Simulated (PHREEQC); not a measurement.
1 kg of water holding 0.00016 mol CaSO4, 0.29 mol KCl, 0.035 mol NaCl and 0.016 mol NaBr is evaporated at 25 °C; the solids stay in contact with the brine. The system is closed to CO2. Only these solids could form: Arcanite, Glaserite, Glauberite, Gypsum, Anhydrite, Halite, Mirabilite, Misenite, Portlandite, Sylvite, Syngenite, Thenardite.

The series has 28 steps of water left (kg), from 1 to 0.005012.

The numbers come from PHREEQC with the Pitzer model, pitzer.dat.

Problem. Which solids form, in which order, and at which step of the series does each first stand?

Solution. Sylvite from water left = 0.06418 kg; Halite from water left = 0.00903 kg.
